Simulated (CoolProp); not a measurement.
Vapour-liquid equilibrium of hydrogen sulfide (1) + propane (2) at 1.78 MPa; x and y are mole fractions of (1).

Values from CoolProp's multi-fluid Helmholtz-energy mixture model, Lemmon 2006 and Lemmon 2009; pair parameters Kunz 2012.

```tsv
x	bubble temperature (K)	y at the bubble point	dew temperature at overall composition x (K)	liquid density (mol/L)
0.05	319.3	0.126	322.7	10.49
0.2	306.8	0.394	315.8	11.68
0.35	299.5	0.551	308.9	13.02
0.5	295.3	0.654	301.8	14.64
0.65	292.9	0.734	295.4	16.68
0.8	291.8	0.816	291.9	19.18
0.95	292.3	0.936	292.4	22.10
```

y crosses x between x = 0.8 and 0.95: the model has an azeotrope there.

The pair parameters rest on a limited set of measurements; away from them the model extrapolates.
